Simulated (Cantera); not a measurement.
Mixture: 4.30 % CH₄, 0.392 % H₂, 20.0 % O₂, 75.3 % N₂, equivalence ratio 0.44, at 28.0 bar, adiabatic and at constant pressure. Ignition delay is the time to a rise of 400 K.

Detailed kinetics in Cantera: GRI-Mech 3.0 (53 species, 325 reactions). The pressure lies above the range GRI-Mech 3.0 was tuned for (to about 10 atm).

Q: Predict: delay at 1225 K; delay at 1300 K; delay at 1375 K; delay at 1450 K; delay at 1525 K; delay at 1600 K; apparent activation energy between 1450 and 1600 K.

A: 
```
Item                                                     Value
--------------------------------------------------  ----------
delay at 1225 K                                       0.508 ms
delay at 1300 K                                       0.233 ms
delay at 1375 K                                       0.117 ms
delay at 1450 K                                        62.5 µs
delay at 1525 K                                        35.0 µs
delay at 1600 K                                        20.4 µs
apparent activation energy between 1450 and 1600 K  140 kJ/mol
```
